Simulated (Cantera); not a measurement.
**Low-pressure radical oxidation in H2/O2**

An isothermal, constant-pressure homogeneous reactor starts with H₂ : O₂ = 0.037 : 1 (molar parts), at 1150 K and 11.3 Torr.

Computed with Cantera and GRI-Mech 3.0 (53 species, 325 reactions). Radical loss at walls, strong at low pressure, is not modelled. The temperature is held fixed by assumption; the heat of reaction is taken as removed at once.

```tsv
t (s)	x H₂	x O₂	x OH	x HO₂	x H₂O₂
0.000400	0.0357	0.964	7.95e-9	5.36e-9	2.19e-12
0.000970	0.0357	0.964	1.67e-7	1.44e-8	1.33e-11
0.00235	0.0351	0.964	0.000187	1.39e-6	1.40e-9
0.00570	0.000656	0.938	0.00241	3.77e-6	9.18e-8
0.0138	0.000373	0.943	0.00191	3.35e-6	7.32e-8
0.0335	0.000230	0.951	0.00150	2.87e-6	7.44e-8
0.0812	9.18e-5	0.959	0.000946	2.00e-6	6.94e-8
0.197	2.38e-5	0.962	0.000483	1.02e-6	5.28e-8
0.478	4.95e-6	0.963	0.000222	3.79e-7	3.04e-8
1.16	1.03e-6	0.964	0.000102	1.16e-7	1.38e-8
2.81	2.44e-7	0.964	5.01e-5	3.44e-8	5.49e-9
6.81	6.71e-8	0.964	2.65e-5	1.12e-8	2.08e-9
16.5	2.11e-8	0.964	1.49e-5	4.75e-9	7.92e-10
40.0	7.37e-9	0.964	8.83e-6	3.32e-9	3.11e-10
```
x: mole fraction; the columns are a selection and need not sum to one.

Equilibrium at this temperature and pressure: H₂ 1.31e-9, O₂ 0.964, OH 3.73e-6, HO₂ 4.96e-9, H₂O₂ 6.56e-11 (gas phase only).
